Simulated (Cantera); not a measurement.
Source: NASA polynomial tables (part measured, part estimated), evaluated in Cantera. Values are per mole of reaction as written; species without (g) are pure solids or liquids, kept so even where they would boil at 1 bar.

2 CO2(g) + Mg(g) ⇌ CO(g) + MgCO3

```tsv
T (K)	ΔH° (kJ)	ΔS° (J/K)	ΔG° (kJ)	log10 K
473	-579.7	-306.0	-435.0	48.04
523	-578.7	-304.0	-419.7	41.92
573	-577.6	-302.0	-404.6	36.88
623	?	?	?	?
673	-575.2	-298.0	-374.6	29.07
723	?	?	?	?
773	-572.3	-294.1	-345.0	23.31
823	?	?	?	?
```

Q: What belongs in the gaps?

A: 
- 623, ΔH° (kJ): -576.4
- 623, ΔS° (J/K): -300.0
- 623, ΔG° (kJ): -389.5
- 623, log10 K: 32.66
- 723, ΔH° (kJ): -573.8
- 723, ΔS° (J/K): -296.1
- 723, ΔG° (kJ): -359.7
- 723, log10 K: 25.99
- 823, ΔH° (kJ): -570.8
- 823, ΔS° (J/K): -292.2
- 823, ΔG° (kJ): -330.3
- 823, log10 K: 20.97
